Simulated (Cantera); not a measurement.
Feed: 1 mol Si, 1.9 mol HCl, 14 mol H2, equilibrated at 750 Torr.

Method: chemical equilibrium by Gibbs-energy minimisation in Cantera with the NASA 1993 tables (ideal gas, pure condensed phases). Candidate condensed phases: Si; 19 gas species. Rates play no part.

Task: What share of the Si ends up in condensed phases as a function of T (°C), at 702, 752, 802, 852, 902, 952, 1002, 1052, 1102, 1152, 1202, 1252, 1302?

Result: 
```tsv
T (°C)	Si condensed (%)	as
702	47.7	Si(s)
752	49.0	Si(s)
802	50.7	Si(s)
852	52.6	Si(s)
902	54.8	Si(s)
952	57.1	Si(s)
1002	59.2	Si(s)
1052	61.1	Si(s)
1102	62.5	Si(s)
1152	63.5	Si(s)
1202	64.0	Si(s)
1252	64.2	Si(s)
1302	64.1	Si(s)
```
